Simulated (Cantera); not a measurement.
A closed system holds: 1 mol C₂H₂, 0.52 mol CO₂, 2 mol H₂, equilibrated at 0.00133 bar.

Equilibrium computed with Cantera from the NASA thermochemical tables; the gas is ideal and each condensed phase is pure. Candidate condensed phases: C, C₆H₆, C₇H₈, C₈H₁₈, H₂O; 110 gas species. Kinetics and transport are ignored.

log p: log10 of the partial pressure in bar; n: condensed amount in mol.

```
T (K)  log p H₂  log p CO  log p CO₂  log p H₂O   log p CH₄  log p H  n C(graphite)
-----  --------  --------  ---------  ---------  ----------  -------  -------------
700       -2.99     -3.83      -4.06      -4.19  (withheld)     <-14           1.86
750       -3.00     -3.58      -4.42      -4.62  (withheld)   -14.00           1.65
800       -3.00     -3.49      -4.99      -5.13  (withheld)   -13.04           1.53
850       -3.00     -3.47      -5.61      -5.63  (withheld)   -12.19           1.49
900       -3.00     -3.47      -6.19      -6.09  (withheld)   -11.43           1.48
950       -3.00     -3.47      -6.71      -6.50  (withheld)   -10.76           1.48
1000      -3.00     -3.46      -7.18      -6.87  (withheld)   -10.15           1.48
```

Question: What belongs in the gaps?

Answer: 
- 700, log p CH₄: -5.05
- 750, log p CH₄: -5.49
- 800, log p CH₄: -5.88
- 850, log p CH₄: -6.21
- 900, log p CH₄: -6.51
- 950, log p CH₄: -6.78
- 1000, log p CH₄: -7.03
